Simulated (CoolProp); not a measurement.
A closed Brayton cycle with nitrogen: compressor inlet 331.15 K and 6.5 MPa, high pressure 12.8 MPa, turbine inlet 710 K, compressor efficiency 0.89, turbine efficiency 0.85, recuperator effectiveness 0.8 (on enthalpy, no pinch check). Each further row changes one setting.

Computed with CoolProp (reference Helmholtz-energy equation of state, Span 2000).

| case | thermal efficiency (%) | net work (kJ/kg) | compressor to turbine work | compressor exit (K) | turbine exit (K) |
|---|---|---|---|---|---|
| as stated | 18.6 | 30.2 | 0.74 | 411.9 | 607.7 |
| turbine inlet 660 K | 15.3 | 22.0 | 0.79 | 411.9 | 563.9 |
| compressor inlet 341.15 K | 17.3 | 27.4 | 0.76 | 424.2 | 607.7 |
| high pressure 10.9 MPa | 18.2 | 26.5 | 0.70 | 391.3 | 630.5 |
| recuperator effectiveness 0.5 | 13.4 | 30.2 | 0.74 | 411.9 | 607.7 |
